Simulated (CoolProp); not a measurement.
Vapour-liquid equilibrium of CH2F2 (R32) (1) + dimethyl ether (2) at -66.05 °C; x and y are mole fractions of (1).

Computed with CoolProp (multi-fluid Helmholtz-energy mixture model, Tillner-Roth 1997 and Wu 2011; pair parameters Bell 2016).

| x | bubble pressure, mixture model (MPa) | bubble pressure, Raoult's law (MPa) | y, mixture model | y, Raoult's law |
|---|---|---|---|---|
| 0.05 | 0.01258 | 0.01275 | 0.168 | 0.180 |
| 0.125 | 0.01514 | 0.01536 | 0.365 | 0.373 |
| 0.2 | 0.01790 | 0.01798 | 0.510 | 0.510 |
| 0.275 | 0.02075 | 0.02059 | 0.619 | 0.612 |
| 0.35 | 0.02364 | 0.02320 | 0.701 | 0.692 |
| 0.425 | 0.02650 | 0.02582 | 0.764 | 0.755 |
| 0.5 | 0.02929 | 0.02843 | 0.814 | 0.806 |
| 0.575 | 0.03197 | 0.03105 | 0.854 | 0.849 |
| 0.65 | 0.03456 | 0.03366 | 0.887 | 0.886 |
| 0.725 | 0.03705 | 0.03628 | 0.915 | 0.917 |
| 0.8 | 0.03946 | 0.03889 | 0.940 | 0.943 |
| 0.875 | 0.04184 | 0.04150 | 0.963 | 0.967 |
| 0.95 | 0.04423 | 0.04412 | 0.985 | 0.988 |

The largest gap from Raoult's law is +3.0 % in bubble pressure, at x = 0.5. No azeotrope shows between x = 0.05 and 0.95.

The pair parameters rest on a limited set of measurements; away from them the model extrapolates. The gap from Raoult's law changes sign with composition, which may be real or a fault of the pair parameters; it wasn't checked against measurements.
